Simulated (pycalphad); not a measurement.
All values are pycalphad results on the COST 507 light-alloy database (1999) (1 atm), not direct measurements. The database dates from 1999; later assessments differ in places, in temperatures and in the compounds included. Amounts are mole fractions of atoms. Kinetics are ignored, which matters at the lower temperatures.

Task: Give the equilibrium state of Mg-2.512Al-0.4493Si (wt.%) at 530 K.

Result: hcp, fraction 0.988, with 2.5 Al, <0.01 Si wt.%; MG2SI, fraction 0.012, with no Al, 36.6 Si wt.%.

Task: Give the equilibrium state of Mg-2.512Al-0.4493Si (wt.%) at 450 K.

Result: 
```
T = 450.00 K, P = 101325 Pa, N = 1 mol of atoms
G = -15939 J/mol, H = 3857 J/mol, S = 43.99 J/(mol K)  (SER reference)
chemical potentials (J/mol): Mg -15629, Al -19848, Si -70437
phase             fraction      x(Mg)      x(Al)      x(Si)
HCP_A3              0.9863     0.9778     0.0222   1.15e-11
MG2SI               0.0117     0.6667       none     0.3333
ALMG_GAMMA          0.0020     0.5865     0.4135       none
```

Database names, with the compositions (at.%) that they take in these runs: MG2SI: Mg 67 Si 33; ALMG_GAMMA: Mg 59 Al 41. HCP_A3 is hcp. An entry "none" or "no" means that the model of the phase leaves that element out.
